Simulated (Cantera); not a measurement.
Input (Python, Cantera) and output of one run.

```python
import numpy as np
import cantera as ct

gas_names = """
    C CH CH2 CH3 CH2OH CH3O CH4 CH3OH CO CO2 COOH C2 C2H CHCO,ketyl C2H2,acetylene C2H2,vinylidene
    CH2CO,ketene C2H3,vinyl CH3CO,acetyl C2H4 C2H4O,ethylen CH3CHO,ethanal CH3COOH (HCOOH)2 C2H5 C2H6
    CH3OCH3 C2H5OH C2O C3 C3H3,propargyl C3H4,allene C3H4,propyne C3H4,cyclo- C3H5,allyl C3H6,propylene
    C3H6,cyclo- C3H6O C3H7,n-propyl C3H7,i-propyl C3H8 C3H8O,1propanol C3H8O,2propanol C3O2 C4 C4H2
    C4H4,1,3-cyclo- C4H6,butadiene C4H6,2-butyne C4H6,cyclo- C4H8,1-butene C4H8,cis2-buten
    C4H8,tr2-butene C4H8,isobutene C4H8,cyclo- (CH3COOH)2 C4H9,n-butyl C4H9,i-butyl C4H9,s-butyl
    C4H9,t-butyl C4H10,isobutane C4H10,n-butane C5 C5H6,1,3cyclo- C5H8,cyclo- C5H10,1-pentene
    C5H10,cyclo- C5H11,pentyl C5H11,t-pentyl C5H12,n-pentane C5H12,i-pentane CH3C(CH3)2CH3 C6H2
    C6H5,phenyl C6H5O,phenoxy C6H6 C6H5OH,phenol C6H10,cyclo- C6H12,1-hexene C6H12,cyclo- C6H13,n-hexyl
    C7H7,benzyl C7H8 C7H8O,cresol C7H14,1-heptene C7H15,n-heptyl C7H16,n-heptane C8H8,styrene
    C8H10,ethylbenz C8H16,1-octene C8H17,n-octyl C8H18,isooctane C8H18,n-octane C9H19,n-nonyl
    C10H8,naphthale C10H21,n-decyl C12H9,o-bipheny C12H10,bipheny H HCO HO2 H2 HCHO,formaldehy HCOOH H2O
    H2O2 O OH O2 O3
""".split()
cond_names = """
    C(gr) C6H6(L) C7H8(L) C8H18(L),n-octa H2O(s) H2O(L)
""".split()


def load(file, names, dense=False):
    # The tables refer to 1 bar. Condensed volumes are neglected.
    table = {s.name: s for s in ct.Species.list_from_file(file)}
    out = []
    for n in names:
        d = dict(table[n].input_data)
        d["thermo"] = dict(d["thermo"], **{"reference-pressure": 1e5})
        if dense:
            d["equation-of-state"] = {"model": "constant-volume", "density": "1e6 g/cm^3"}
        out.append(ct.Species.from_dict(d))
    return out


gas = ct.Solution(thermo="ideal-gas", species=load("nasa_gas.yaml", gas_names))
cond = {s.name: ct.Solution(thermo="fixed-stoichiometry", species=[s], name=s.name)
        for s in load("nasa_condensed.yaml", cond_names, dense=True)}
atoms = {
    'C3H8': {'C': 3, 'H': 8},
    'O2': {'O': 2},
}
top_T = {'C(gr)': 4500}  # K; cautious upper limits of use, not melting points


def equilibrate(T, P, feed):
    n = {}
    for name, mol in feed.items():
        for a, k in atoms[name].items():
            n[a] = n.get(a, 0.0) + k * mol
    gas.TPX = T, P, n
    mass = sum(n.values()) * gas.mean_molecular_weight
    gas.equilibrate("TP")
    valid = [c for c in cond.values() if c.min_temp <= T <= top_T.get(c.name, c.max_temp)]
    mix = ct.Mixture([(gas, mass / gas.mean_molecular_weight)] + [(c, 0.0) for c in valid])
    mix.T, mix.P = T, P
    mix.equilibrate("TP", solver="vcs", rtol=1e-11, max_steps=5000)
    return mix


results = []
feed = {'C3H8': 1, 'O2': 0.19}  # mol
P = 101325  # Pa
for T in [900, 1050, 1200, 1350, 1500, 1650, 1800, 1950, 2100, 2250, 2400, 2550, 2700, 2850]:
    mix = equilibrate(T, P, feed)
    results.append((T, P, feed, dict(zip(mix.species_names, mix.species_moles))))
    x = sorted(zip(gas.X, gas.species_names), reverse=True)
    print(f"T = {T:g} K  P = {P:g} Pa  gas = {mix.phase_moles(0):.4g} mol")
    print("   x: " + "  ".join(f"{s} {v:.3e}" for v, s in x if v > 1e-06))
    print("   condensed (mol): " + ("  ".join(f"{mix.phase(i).name} {mix.phase_moles(i):.4g}"
          for i in range(1, mix.n_phases) if mix.phase_moles(i) > 1e-12) or "none"))
```

It prints:

```
T = 900 K  P = 101325 Pa  gas = 3.544 mol
   x: H2 7.305e-01  CH4 1.687e-01  H2O 6.061e-02  CO 3.373e-02  CO2 6.437e-03  C2H6 2.598e-06
   condensed (mol): C(gr) 2.26
T = 1050 K  P = 101325 Pa  gas = 4.144 mol
   x: H2 8.661e-01  CO 7.690e-02  CH4 4.351e-02  H2O 1.225e-02  CO2 1.281e-03
   condensed (mol): C(gr) 2.496
T = 1200 K  P = 101325 Pa  gas = 4.315 mol
   x: H2 8.991e-01  CO 8.576e-02  CH4 1.294e-02  H2O 2.028e-03  CO2 1.408e-04  C2H4 1.025e-06
   condensed (mol): C(gr) 2.574
T = 1350 K  P = 101325 Pa  gas = 4.357 mol
   x: H2 9.080e-01  CO 8.672e-02  CH4 4.815e-03  H2O 4.571e-04  CO2 2.222e-05  H 2.256e-06  C2H4 1.564e-06  C2H2,acetylene 1.125e-06
   condensed (mol): C(gr) 2.601
T = 1500 K  P = 101325 Pa  gas = 4.37 mol
   x: H2 9.109e-01  CO 8.681e-02  CH4 2.160e-03  H2O 1.376e-04  H 1.669e-05  C2H2,acetylene 8.220e-06  CO2 5.068e-06  C2H4 2.161e-06
   condensed (mol): C(gr) 2.611
T = 1650 K  P = 101325 Pa  gas = 4.375 mol
   x: H2 9.119e-01  CO 8.680e-02  CH4 1.120e-03  H 8.618e-05  H2O 5.160e-05  C2H2,acetylene 4.160e-05  C2H4 2.797e-06  CH3 2.154e-06  CO2 1.529e-06
   condensed (mol): C(gr) 2.615
T = 1800 K  P = 101325 Pa  gas = 4.378 mol
   x: H2 9.120e-01  CO 8.678e-02  CH4 6.485e-04  H 3.397e-04  C2H2,acetylene 1.600e-04  H2O 2.286e-05  CH3 4.886e-06  C2H4 3.458e-06
   condensed (mol): C(gr) 2.616
T = 1950 K  P = 101325 Pa  gas = 4.38 mol
   x: H2 9.112e-01  CO 8.674e-02  H 1.087e-03  C2H2,acetylene 4.980e-04  CH4 4.094e-04  H2O 1.151e-05  CH3 9.730e-06  C2H4 4.127e-06
   condensed (mol): C(gr) 2.614
T = 2100 K  P = 101325 Pa  gas = 4.385 mol
   x: H2 9.088e-01  CO 8.665e-02  H 2.951e-03  C2H2,acetylene 1.313e-03  CH4 2.761e-04  CH3 1.747e-05  H2O 6.406e-06  C2H4 4.783e-06
   condensed (mol): C(gr) 2.607
T = 2250 K  P = 101325 Pa  gas = 4.394 mol
   x: H2 9.033e-01  CO 8.647e-02  H 7.012e-03  C2H2,acetylene 3.024e-03  CH4 1.956e-04  CH3 2.881e-05  C2H4 5.395e-06  C4H2 4.134e-06  H2O 3.849e-06
   condensed (mol): C(gr) 2.592
T = 2400 K  P = 101325 Pa  gas = 4.412 mol
   x: H2 8.925e-01  CO 8.612e-02  H 1.493e-02  C2H2,acetylene 6.222e-03  CH4 1.434e-04  CH3 4.413e-05  C4H2 1.785e-05  C2H 5.989e-06  C2H4 5.917e-06  C2H2,vinylidene 3.407e-06  H2O 2.452e-06  CH2 1.481e-06
   condensed (mol): C(gr) 2.564
T = 2550 K  P = 101325 Pa  gas = 4.444 mol
   x: H2 8.736e-01  CO 8.551e-02  H 2.896e-02  C2H2,acetylene 1.162e-02  CH4 1.072e-04  C4H2 6.392e-05  CH3 6.317e-05  C2H 3.069e-05  C2H2,vinylidene 1.069e-05  C2H4 6.283e-06  CH2 4.402e-06  C3H3,propargyl 2.296e-06  C2H3,vinyl 2.123e-06  H2O 1.630e-06  C3 1.051e-06
   condensed (mol): C(gr) 2.514
T = 2700 K  P = 101325 Pa  gas = 4.496 mol
   x: H2 8.432e-01  CO 8.451e-02  H 5.183e-02  C2H2,acetylene 1.988e-02  C4H2 1.948e-04  C2H 1.297e-04  CH3 8.468e-05  CH4 8.040e-05  C2H2,vinylidene 2.893e-05  CH2 1.138e-05  C3 8.685e-06  C2H4 6.413e-06  C3H3,propargyl 5.168e-06  C2H3,vinyl 4.214e-06  C 2.091e-06  C6H2 2.012e-06  CH 1.505e-06  H2O 1.112e-06
   condensed (mol): C(gr) 2.435
T = 2850 K  P = 101325 Pa  gas = 4.578 mol
   x: H2 7.980e-01  H 8.631e-02  CO 8.300e-02  C2H2,acetylene 3.137e-02  C4H2 5.138e-04  C2H 4.646e-04  CH3 1.062e-04  C2H2,vinylidene 6.866e-05  CH4 5.952e-05  C3 5.701e-05  CH2 2.595e-05  C 1.113e-05  C3H3,propargyl 1.029e-05  C6H2 8.898e-06  C2H3,vinyl 7.501e-06  C2H4 6.233e-06  CH 5.830e-06  C2 5.622e-06
   condensed (mol): C(gr) 2.316
```

Equilibrium computed with Cantera from the NASA thermochemical tables; the gas is ideal and each condensed phase is pure.
